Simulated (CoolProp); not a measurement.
Acetone along the isotherm 550 K: fugacity coefficient from the reference equation and from simpler models built on Tc = 508.1 K, pc = 4.692 MPa, ω = 0.307; each cubic takes its own stable root.

Computed with CoolProp (reference Helmholtz-energy equation of state, Lemmon 2006). It is a short technical equation, of lower accuracy than the large ones.

```json
[
 {"p (MPa)": "0.44", "phase": "gas", "reference": "0.9722", "van der Waals": "0.9771", "Redlich-Kwong": "0.9748", "Peng-Robinson": "0.9728"},
 {"p (MPa)": "0.88", "phase": "gas", "reference": "0.9450", "van der Waals": "0.9543", "Redlich-Kwong": "0.9498", "Peng-Robinson": "0.9461"},
 {"p (MPa)": "1.32", "phase": "gas", "reference": "0.9182", "van der Waals": "0.9317", "Redlich-Kwong": "0.9252", "Peng-Robinson": "0.9198"},
 {"p (MPa)": "1.76", "phase": "gas", "reference": "0.8919", "van der Waals": "0.9090", "Redlich-Kwong": "0.9008", "Peng-Robinson": "0.8941"},
 {"p (MPa)": "2.2", "phase": "gas", "reference": "0.8661", "van der Waals": "0.8865", "Redlich-Kwong": "0.8766", "Peng-Robinson": "0.8687"},
 {"p (MPa)": "2.64", "phase": "gas", "reference": "0.8408", "van der Waals": "0.8639", "Redlich-Kwong": "0.8527", "Peng-Robinson": "0.8438"},
 {"p (MPa)": "3.08", "phase": "gas", "reference": "0.8158", "van der Waals": "0.8413", "Redlich-Kwong": "0.8290", "Peng-Robinson": "0.8193"},
 {"p (MPa)": "3.52", "phase": "gas", "reference": "0.7913", "van der Waals": "0.8187", "Redlich-Kwong": "0.8054", "Peng-Robinson": "0.7952"},
 {"p (MPa)": "3.96", "phase": "gas", "reference": "0.7672", "van der Waals": "0.7959", "Redlich-Kwong": "0.7820", "Peng-Robinson": "0.7715"},
 {"p (MPa)": "4.4", "phase": "gas", "reference": "0.7434", "van der Waals": "0.7729", "Redlich-Kwong": "0.7587", "Peng-Robinson": "0.7482"},
 {"p (MPa)": "4.84", "phase": "supercritical", "reference": "0.7200", "van der Waals": "0.7496", "Redlich-Kwong": "0.7355", "Peng-Robinson": "0.7252"},
 {"p (MPa)": "5.28", "phase": "supercritical", "reference": "0.6969", "van der Waals": "0.7259", "Redlich-Kwong": "0.7123", "Peng-Robinson": "0.7026"},
 {"p (MPa)": "5.72", "phase": "supercritical", "reference": "0.6741", "van der Waals": "0.7015", "Redlich-Kwong": "0.6891", "Peng-Robinson": "0.6803"},
 {"p (MPa)": "6.16", "phase": "supercritical", "reference": "0.6515", "van der Waals": "0.6762", "Redlich-Kwong": "0.6659", "Peng-Robinson": "0.6584"},
 {"p (MPa)": "6.6", "phase": "supercritical", "reference": "0.6292", "van der Waals": "0.6509", "Redlich-Kwong": "0.6428", "Peng-Robinson": "0.6370"},
 {"p (MPa)": "7.04", "phase": "supercritical", "reference": "0.6071", "van der Waals": "0.6270", "Redlich-Kwong": "0.6203", "Peng-Robinson": "0.6162"}
]
```
